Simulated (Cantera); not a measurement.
Input (Python, Cantera) and output of one run.

```python
import numpy as np
import cantera as ct

gas_names = """
    Ba BaF BaF2 BaOH BaO2H2 F FO FO2 F2 F2O H HF HOF HO2 H2 H2F2 H2O H2O2 H3F3 H4F4 H5F5 H6F6 H7F7 O OH
    O2 O3
""".split()
cond_names = """
    Ba(cr) Ba(L) BaF2(a) BaF2(b,c) BaF2(L) BaO(s) BaO(L) BaO2H2(s) BaO2H2(L) H2O(s) H2O(L)
""".split()


def load(file, names, dense=False):
    # The tables refer to 1 bar. Condensed volumes are neglected.
    table = {s.name: s for s in ct.Species.list_from_file(file)}
    out = []
    for n in names:
        d = dict(table[n].input_data)
        d["thermo"] = dict(d["thermo"], **{"reference-pressure": 1e5})
        if dense:
            d["equation-of-state"] = {"model": "constant-volume", "density": "1e6 g/cm^3"}
        out.append(ct.Species.from_dict(d))
    return out


gas = ct.Solution(thermo="ideal-gas", species=load("nasa_gas.yaml", gas_names))
cond = {s.name: ct.Solution(thermo="fixed-stoichiometry", species=[s], name=s.name)
        for s in load("nasa_condensed.yaml", cond_names, dense=True)}
atoms = {
    'BaF2': {'Ba': 1, 'F': 2},
    'H2O': {'H': 2, 'O': 1},
    'H2': {'H': 2},
}
top_T = {}  # K; cautious upper limits of use, not melting points


def equilibrate(T, P, feed):
    n = {}
    for name, mol in feed.items():
        for a, k in atoms[name].items():
            n[a] = n.get(a, 0.0) + k * mol
    gas.TPX = T, P, n
    mass = sum(n.values()) * gas.mean_molecular_weight
    gas.equilibrate("TP")
    valid = [c for c in cond.values() if c.min_temp <= T <= top_T.get(c.name, c.max_temp)]
    mix = ct.Mixture([(gas, mass / gas.mean_molecular_weight)] + [(c, 0.0) for c in valid])
    mix.T, mix.P = T, P
    mix.equilibrate("TP", solver="vcs", rtol=1e-11, max_steps=5000)
    return mix


results = []
feed = {'BaF2': 1, 'H2O': 0.35, 'H2': 1.9}  # mol
P = 1.1  # Pa
for T in [1200, 1250, 1300, 1350, 1400, 1450, 1500, 1550, 1600, 1650, 1700, 1750, 1800]:
    mix = equilibrate(T, P, feed)
    results.append((T, P, feed, dict(zip(mix.species_names, mix.species_moles))))

top = {s: max(r[3][s] / sum(r[3][g] for g in gas_names) for r in results) for s in gas_names}
cols = sorted((s for s in top if top[s] > 0.0001), key=lambda s: -top[s])[:9]
seen = [c for c in cond_names if any(r[3].get(c, 0) > 1e-12 for r in results)]
print("log10 of partial pressures in bar; condensed amounts in mol")
print(f"{'T/K':>10s}" + "".join(f"{s[:9]:>10s}" for s in cols + seen))
for T, P, feed, n in results:
    ng = sum(n[g] for g in gas_names)
    print(f"{T:10.4g}" + "".join(f"{np.log10(max(n[s] / ng * P / 1e5, 1e-99)):10.3f}" for s in cols)
          + "".join(f"{n.get(c, 0):10.4g}" for c in seen))
```

Result:

```
log10 of partial pressures in bar; condensed amounts in mol
       T/K        H2      BaF2       H2O        HF       BaF         H        Ba        OH      BaOH   BaF2(a)    BaO(s)
      1200    -5.034    -7.695    -5.776    -7.233    -9.465    -9.222   -13.038   -12.062   -11.015    0.9898  0.005957
      1250    -5.038    -7.044    -5.788    -6.939    -8.753    -8.835   -12.226   -11.571   -10.484    0.9691   0.01171
      1300    -5.051    -6.448    -5.813    -6.678    -8.098    -8.482   -11.473   -11.128   -10.000    0.9005    0.0215
      1350    -5.095    -5.902    -5.878    -6.458    -7.490    -8.170   -10.769   -10.742    -9.569    0.6591   0.03709
      1400    -5.198    -5.510    -5.999    -6.343    -6.985    -7.912   -10.117   -10.415    -9.202         0   0.05177
      1450    -5.203    -5.518    -5.980    -6.354    -6.722    -7.626    -9.553   -10.023    -8.815         0   0.03694
      1500    -5.212    -5.531    -5.955    -6.363    -6.486    -7.361    -9.041    -9.647    -8.458         0   0.01442
      1550    -5.222    -5.549    -5.941    -6.314    -6.331    -7.113    -8.684    -9.305    -8.256         0         0
      1600    -5.232    -5.571    -5.945    -6.221    -6.238    -6.881    -8.450    -9.000    -8.183         0         0
      1650    -5.245    -5.598    -5.950    -6.137    -6.154    -6.664    -8.233    -8.714    -8.117         0         0
      1700    -5.261    -5.629    -5.956    -6.061    -6.081    -6.462    -8.031    -8.444    -8.057         0         0
      1750    -5.282    -5.665    -5.965    -5.995    -6.017    -6.275    -7.845    -8.189    -8.004         0         0
      1800    -5.310    -5.707    -5.977    -5.937    -5.963    -6.101    -7.673    -7.948    -7.958         0         0
```

These are equilibrium values from Cantera (NASA tables, ideal gas, pure condensed phases), not measurements of a reactor. Mutual solubility and eutectic melting of coexisting phases are not modelled.
